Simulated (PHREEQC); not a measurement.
1.9 g of hydrous ferric oxide (600 m²/g; 0.2 weak and 0.005 strong sites per Fe, Dzombak-Morel constants, diffuse double layer) in 1 kg of water with 0.05 mol/kgw of an inert sodium salt and 0.00051 mol/kgw CaCl2, 6.6e-06 mol/kgw CuCl2 and 5e-05 mol/kgw BaCl2, at 25 °C; the pH is set by adding NaOH or the inert anion's acid. Oxygen is held at 0.21 atm. No CO2 enters from the air. Precipitation was switched off in this run.

Base run: PHREEQC, ion-association model, wateq4f.dat. Each further column changes one thing. The table gives Ba sorbed (%).

```json
[
 {"pH": "3", "base": "0.0", "no electrostatic term (-no_edl)": "0.1", "background salt from 0.05 to 0.005 mol/kgw": "0.0", "oxide from 1.9 to 9.5 g/kgw": "0.0"},
 {"pH": "4.5", "base": "0.0", "no electrostatic term (-no_edl)": "2.0", "background salt from 0.05 to 0.005 mol/kgw": "0.0", "oxide from 1.9 to 9.5 g/kgw": "0.0"},
 {"pH": "5.5", "base": "0.1", "no electrostatic term (-no_edl)": "13.0", "background salt from 0.05 to 0.005 mol/kgw": "0.0", "oxide from 1.9 to 9.5 g/kgw": "0.4"},
 {"pH": "7", "base": "9.2", "no electrostatic term (-no_edl)": "34.6", "background salt from 0.05 to 0.005 mol/kgw": "9.0", "oxide from 1.9 to 9.5 g/kgw": "35.4"},
 {"pH": "8.5", "base": "51.7", "no electrostatic term (-no_edl)": "45.8", "background salt from 0.05 to 0.005 mol/kgw": "57.2", "oxide from 1.9 to 9.5 g/kgw": "97.9"},
 {"pH": "9.5", "base": "95.1", "no electrostatic term (-no_edl)": "48.9", "background salt from 0.05 to 0.005 mol/kgw": "97.5", "oxide from 1.9 to 9.5 g/kgw": "100.0"},
 {"pH": "11", "base": "100.0", "no electrostatic term (-no_edl)": "16.6", "background salt from 0.05 to 0.005 mol/kgw": "100.0", "oxide from 1.9 to 9.5 g/kgw": "100.0"}
]
```

The database's constant for dissolved Cu(OH)2 is higher than later reviews accept. The oxide is taken as insoluble; below pH 4 it would dissolve.
